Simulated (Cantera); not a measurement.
Charge: 1 mol SiC, 0.11 mol CO₂, 540 mol H₂, at 1.00 bar.

Cantera equilibrium calculation (NASA polynomials, part measured and part estimated; ideal gas, pure solids and liquids). Candidate condensed phases: C, C₆H₆, C₇H₈, C₈H₁₈, H₂O, Si, SiC, SiO₂; 123 gas species. Mutual solubility and eutectic melting of coexisting phases are not modelled. The tables hold silica as quartz up to 1696 K and as liquid above; real silica turns to tridymite and cristobalite and melts near 1996 K. Gases not in the tables: Si₂H₆ and higher silanes. Rates play no part.

log p: log10 of the partial pressure in bar; n: condensed amount in mol.

| T (K) | log p H₂ | log p H | log p CH₄ | log p CO | log p SiO | n SiC(s) | n SiO₂(β-quartz) |
|---|---|---|---|---|---|---|---|
| 950 | 0.00 | [?] | -3.39 | -11.66 | -10.74 | 0.890 | 0.110 |
| 1050 | 0.00 | [?] | -3.39 | -9.37 | -8.96 | 0.890 | 0.110 |
| 1150 | 0.00 | [?] | -3.39 | -7.47 | -7.50 | 0.890 | 0.110 |
| 1250 | 0.00 | [?] | -3.39 | -5.89 | -6.28 | 0.890 | 0.109 |
| 1350 | 0.00 | [?] | -3.43 | -4.59 | -5.22 | 0.896 | 0.101 |
| 1450 | 0.00 | [?] | -3.69 | -3.81 | -4.20 | 0.916 | 0.0501 |
| 1550 | 0.00 | [?] | -3.91 | -3.62 | -3.80 | 0.913 | 0 |
| 1650 | 0.00 | [?] | -3.99 | -3.59 | -3.82 | 0.918 | 0 |
| 1750 | 0.00 | [?] | -4.07 | -3.58 | -3.85 | 0.920 | 0 |
| 1850 | 0.00 | [?] | -4.13 | -3.57 | -3.87 | 0.919 | 0 |

Problem. Fill in the missing entries.

Solution. 
- 950, log p H: -9.25
- 1050, log p H: -8.09
- 1150, log p H: -7.13
- 1250, log p H: -6.32
- 1350, log p H: -5.62
- 1450, log p H: -5.02
- 1550, log p H: -4.50
- 1650, log p H: -4.04
- 1750, log p H: -3.63
- 1850, log p H: -3.27
